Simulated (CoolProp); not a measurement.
Vapour-liquid equilibrium of ethylene (1) + isobutane (2) at 0.407 bar; x and y are mole fractions of (1).

Model: multi-fluid Helmholtz-energy mixture model, Smukala 2000 and Bücker 2006; pair parameters Bell 2016, in CoolProp.

```csv
x,"bubble temperature, mixture model (°C)","bubble temperature, Raoult's law (°C)","y, mixture model","y, Raoult's law"
0.05,-58.6,-63.2,…,0.824
0.15,…,-85.6,0.959,0.970
0.25,…,-95.5,…,0.989
0.35,…,-101.5,0.994,0.995
0.45,-104.5,-105.7,0.997,0.997
0.55,-108.2,-109.0,0.998,0.998
0.65,…,-111.5,0.999,0.999
0.75,…,-113.7,1.000,0.999
0.85,-115.4,-115.5,1.000,1.000
0.95,-117.1,-117.1,1.000,1.000
```

Problem. Fill in the missing entries.

Solution. 
- 0.05, y, mixture model: 0.760
- 0.15, bubble temperature, mixture model (°C): -82.0
- 0.25, bubble temperature, mixture model (°C): -92.9
- 0.25, y, mixture model: 0.986
- 0.35, bubble temperature, mixture model (°C): -99.7
- 0.65, bubble temperature, mixture model (°C): -111.1
- 0.75, bubble temperature, mixture model (°C): -113.5

The largest gap from Raoult's law is +4.6 K in bubble temperature, at x = 0.05. No azeotrope shows between x = 0.05 and 0.95.

Pair parameters are fitted to limited data, so mixtures are less certain than the pure fluids.
